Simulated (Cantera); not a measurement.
Feed: 1 mol Si₃N₄, a varied amount of O₂, 17 mol H₂, equilibrated at 1750 °C and 4.20 bar.

Cantera equilibrium calculation (NASA polynomials, part measured and part estimated; ideal gas, pure solids and liquids). Candidate condensed phases: H₂O, Si, SiO₂, Si₂N₂O, Si₃N₄; 35 gas species. Mutual solubility and eutectic melting of coexisting phases are not modelled. The tables hold silica as quartz up to 1696 K and as liquid above; real silica turns to tridymite and cristobalite and melts near 1996 K. Gases not in the tables: Si₂H₆ and higher silanes. Kinetics and transport are ignored.

Question: Which condensed phases are stable at each of these points (n(O₂) (mol)): 0.29, 0.36, 0.43, 0.53, 0.64, 0.78, 0.94, 1.1, 1.4?

Answer: 
```tsv
n(O₂) (mol)	condensed phases	Si condensed (%)
0.29	Si(l) + Si₂N₂O(s) + Si₃N₄(s)	98.9
0.36	Si(l) + Si₂N₂O(s) + Si₃N₄(s)	98.9
0.43	Si(l) + Si₂N₂O(s) + Si₃N₄(s)	98.9
0.53	Si(l) + Si₂N₂O(s) + Si₃N₄(s)	98.9
0.64	Si(l) + Si₂N₂O(s)	98.6
0.78	Si₂N₂O(s)	96.0
0.94	SiO₂(l) + Si₂N₂O(s)	83.6
1.1	SiO₂(l) + Si₂N₂O(s)	84.2
1.4	SiO₂(l) + Si₂N₂O(s)	85.0
```

From 0.29 mol O₂ to 0.53 mol O₂ the condensed part is Si(l) + Si₂N₂O(s) + Si₃N₄(s). At 0.64 mol O₂ the condensed part is Si(l) + Si₂N₂O(s). At 0.78 mol O₂ the condensed part is Si₂N₂O(s). From 0.94 mol O₂ to 1.4 mol O₂ the condensed part is SiO₂(l) + Si₂N₂O(s).
